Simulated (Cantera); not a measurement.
Input: 1 mol SiH4, 0.017 mol C2H4, a varied amount of H2, at 2275 °C and 0.380 bar.

Cantera equilibrium calculation (NASA polynomials, part measured and part estimated; ideal gas, pure solids and liquids). Candidate condensed phases: C, C6H6, C7H8, C8H18, Si, SiC; 87 gas species. Gases not in the tables: Si2H6 and higher silanes. Equilibrium is a limit: real reactors are often held back by kinetics, nucleation or transport.

x: gas mole fraction; n: condensed amount in mol.

```csv
n(H2) (mol),x H2,x H,x Si,x SiH,x Si2C,n Si(l)
18,0.928,0.0484,0.0178,0.00260,…,0.471
25,0.928,0.0484,0.0178,0.00260,…,0.301
35,0.929,0.0484,0.0178,0.00260,…,0.0603
48,0.933,0.0485,0.0144,0.00210,…,0
66,0.938,0.0486,0.0108,0.00159,…,0
91,0.941,0.0487,0.00809,0.00119,…,0
130,0.944,0.0488,0.00581,0.000856,…,0
170,0.946,0.0488,0.00451,0.000665,…,0
240,0.947,0.0489,0.00324,0.000479,…,0
```

Problem. Complete the blanks.

Solution. 
- 18, x Si2C: 0.00118
- 25, x Si2C: 0.000929
- 35, x Si2C: 0.000714
- 48, x Si2C: 0.000485
- 66, x Si2C: 0.000298
- 91, x Si2C: 0.000170
- 130, x Si2C: 8.51e-5
- 170, x Si2C: 4.84e-5
- 240, x Si2C: 2.25e-5
